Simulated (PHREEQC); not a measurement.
Dissolve 62 mmol/kgw H2SO4, 0.46 mmol/kgw Li2SO4, 0.048 mmol/kgw MnSO4 and 84 mmol/kgw LiOH at 25 °C. Closed to the air; pH follows from the charge balance.

Computed with PHREEQC (ion-association model, phreeqc.dat).

The ionic strength comes out as 0.134 mol/kgw. What activity coefficients do LiSO4-, H+, SO4-2, Mn+2, HSO4- get?

LiSO4- 0.76, H+ 0.81, SO4-2 0.34, Mn+2 0.37, HSO4- 0.77.

This is a speciation only: nothing precipitates in the calculation.
